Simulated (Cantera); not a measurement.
Abatement and gas-phase synthesis: SF6 + H2O + O2

Input: 1 mol SF6, 0.054 mol H2O, 1.1 mol O2, held at 0.000260 bar.

Cantera equilibrium calculation (NASA polynomials, part measured and part estimated; ideal gas, pure solids and liquids). Candidate condensed phases: H2O, H2SO4, S; 43 gas species. The tables' values for SOF2 are old estimates; treat these amounts as uncertain. Rates play no part.

| T (K) | log p F | log p SO2 | log p O2 | log p HF | log p SO | log p O | log p S | log p SOF2 |
|---|---|---|---|---|---|---|---|---|
| 1750 | -3.67 | -4.44 | -5.32 | -5.40 | -6.73 | -6.79 | -9.41 | -6.89 |
| 1775 | -3.67 | -4.44 | -5.33 | -5.40 | -6.61 | -6.68 | -9.16 | -7.06 |
| 1800 | -3.67 | -4.44 | -5.33 | -5.40 | -6.48 | -6.58 | -8.93 | -7.23 |
| 1825 | -3.67 | -4.44 | -5.33 | -5.41 | -6.36 | -6.48 | -8.70 | -7.40 |
| 1850 | -3.67 | -4.45 | -5.32 | -5.41 | -6.25 | -6.38 | -8.48 | -7.56 |
| 1875 | -3.67 | -4.45 | -5.32 | -5.41 | -6.14 | -6.28 | -8.26 | -7.72 |
| 1900 | -3.67 | -4.45 | -5.32 | -5.41 | -6.03 | -6.18 | -8.06 | -7.87 |
| 1925 | -3.67 | -4.45 | -5.32 | -5.41 | -5.93 | -6.09 | -7.86 | -8.02 |
| 1950 | -3.67 | -4.46 | -5.31 | -5.41 | -5.83 | -6.00 | -7.67 | -8.17 |
| 1975 | -3.67 | -4.46 | -5.30 | -5.41 | -5.74 | -5.91 | -7.48 | -8.32 |
| 2000 | -3.67 | -4.47 | -5.30 | -5.41 | -5.65 | -5.82 | -7.30 | -8.47 |
| 2025 | -3.67 | -4.48 | -5.29 | -5.41 | -5.56 | -5.74 | -7.13 | -8.61 |
| 2050 | -3.67 | -4.49 | -5.28 | -5.41 | -5.48 | -5.65 | -6.97 | -8.76 |
| 2075 | -3.67 | -4.50 | -5.27 | -5.41 | -5.41 | -5.57 | -6.81 | -8.90 |
log p: log10 of the partial pressure in bar; nothing condenses.

From 1750 K to 2075 K nothing is condensed.
